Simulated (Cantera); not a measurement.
An isothermal, constant-pressure homogeneous reactor starts with NH3 : N2 = 1 : 5.5 (molar parts), at 1475 K and 1330 Pa. Integrator tolerance rtol = 1e-08.

Computed with Cantera and the gas-phase N/H chemistry of the illustrative SiF4/NH3 mechanism in the Surface Chemkin manual (1991). Walls and surfaces, which speed up NH3 decomposition in real reactors, are not modelled.

Q: What does this change do: pressure from 1330 Pa to 2670 Pa?

A: 
```
quantity                                             before                                     after
-----------------  ----------------------------------------  ----------------------------------------
x(NH3) at 90.0 s      0.133 (gas-phase equilibrium 7.02e-8)     0.122 (gas-phase equilibrium 1.40e-7)
x(N2H2) at 90.0 s    1.80e-7 (gas-phase equilibrium <1e-12)    1.29e-7 (gas-phase equilibrium <1e-12)
x(H2) at 90.0 s        0.0266 (gas-phase equilibrium 0.200)      0.0411 (gas-phase equilibrium 0.200)
x(N2H4) at 90.0 s    1.67e-9 (gas-phase equilibrium <1e-12)    2.40e-9 (gas-phase equilibrium <1e-12)
x(NH2) at 90.0 s   2.78e-5 (gas-phase equilibrium 3.84e-11)  2.35e-5 (gas-phase equilibrium 5.43e-11)
x(H) at 90.0 s      2.58e-6 (gas-phase equilibrium 5.06e-5)   3.68e-6 (gas-phase equilibrium 3.58e-5)
```

Q: What does this change do: temperature 1475 to 1825 K?

A: 
```tsv
quantity	before	after
x(NH3) at 90.0 s	0.133 (gas-phase equilibrium 7.02e-8)	6.85e-5 (gas-phase equilibrium 2.91e-8)
x(N2H2) at 90.0 s	1.80e-7 (gas-phase equilibrium <1e-12)	7.47e-11 (gas-phase equilibrium <1e-12)
x(H2) at 90.0 s	0.0266 (gas-phase equilibrium 0.200)	0.199 (gas-phase equilibrium 0.199)
x(N2H4) at 90.0 s	1.67e-9 (gas-phase equilibrium <1e-12)	<1e-12 (gas-phase equilibrium <1e-12)
x(NH2) at 90.0 s	2.78e-5 (gas-phase equilibrium 3.84e-11)	9.43e-7 (gas-phase equilibrium 6.78e-10)
x(H) at 90.0 s	2.58e-6 (gas-phase equilibrium 5.06e-5)	0.00101 (gas-phase equilibrium 0.00171)
```

Q: What does this change do: N2 5.5 to 28 parts?

A: 
| quantity | before | after |
|---|---|---|
| x(NH3) at 90.0 s | 0.133 (gas-phase equilibrium 7.02e-8) | 0.0293 (gas-phase equilibrium 9.56e-9) |
| x(N2H2) at 90.0 s | 1.80e-7 (gas-phase equilibrium <1e-12) | 4.10e-8 (gas-phase equilibrium <1e-12) |
| x(H2) at 90.0 s | 0.0266 (gas-phase equilibrium 0.200) | 0.00754 (gas-phase equilibrium 0.0500) |
| x(N2H4) at 90.0 s | 1.67e-9 (gas-phase equilibrium <1e-12) | 2.96e-10 (gas-phase equilibrium <1e-12) |
| x(NH2) at 90.0 s | 2.78e-5 (gas-phase equilibrium 3.84e-11) | 1.17e-5 (gas-phase equilibrium 1.05e-11) |
| x(H) at 90.0 s | 2.58e-6 (gas-phase equilibrium 5.06e-5) | 1.40e-6 (gas-phase equilibrium 2.53e-5) |
